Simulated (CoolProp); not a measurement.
Vapour-liquid equilibrium of n-heptane (1) + ethylbenzene (2) at 0.696 MPa; x and y are mole fractions of (1).

Model: multi-fluid Helmholtz-energy mixture model, Span 2003 and Zhou 2012; pair parameters Bell 2016, in CoolProp.

Give the bubble temperature and the first vapour's composition at x = 0.35, 0.8, 0.95. Is there an azeotrope?

x = 0.35: 476.9 K, y = 0.520; x = 0.8: 459.8 K, y = 0.875; x = 0.95: 455.4 K, y = 0.969. No azeotrope shows between x = 0.05 and 0.95.

The pair parameters rest on a limited set of measurements; away from them the model extrapolates.
